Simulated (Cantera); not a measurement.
## Dilute partial oxidation

An isothermal, constant-pressure homogeneous reactor starts with 1.57 % CH4, 0.314 % O2, 98.1 % N2, equivalence ratio 10, at 1225 K and 101000 Pa.

Cantera simulation using GRI-Mech 3.0 (53 species, 325 reactions); the numbers are that mechanism's predictions, not measurements. GRI-Mech 3.0 stops at C3 and has no aromatics, soot or wall deposition, so with more carbon than oxygen in the feed, carbon stays in small species such as C2H2 where larger ones or solid carbon would form.

```
t (s)      x CH4     x O2   x HCN    x NO    x C2H6    x CH3
--------  ------  -------  ------  ------  --------  -------
0.000200  0.0157  0.00314  <1e-12  <1e-12    <1e-12  2.33e-9
0.000601  0.0157  0.00314  <1e-12  <1e-12    <1e-12  7.27e-9
0.00181   0.0157  0.00314  <1e-12  <1e-12  1.57e-11  2.37e-8
0.00543   0.0157  0.00314  <1e-12  <1e-12  5.56e-10  8.28e-8
0.0163    0.0157  0.00314  <1e-12  <1e-12   1.89e-8  2.66e-7
0.0490    0.0157  0.00314  <1e-12  <1e-12   2.75e-7  4.70e-7
0.147     0.0157  0.00314  <1e-12  <1e-12   1.37e-6  5.40e-7
0.443     0.0157  0.00313  <1e-12  <1e-12   5.00e-6  6.94e-7
1.33      0.0156  0.00311  <1e-12  <1e-12   1.80e-5  1.06e-6
4.00      0.0154  0.00297  <1e-12  <1e-12   5.43e-5  1.70e-6
```
x: mole fraction; the columns are a selection and need not sum to one.

Equilibrium at this temperature and pressure: CH4 0.00205, O2 <1e-12, HCN 0.00645, NO <1e-12, C2H6 1.63e-7, CH3 8.08e-8 (gas phase only).
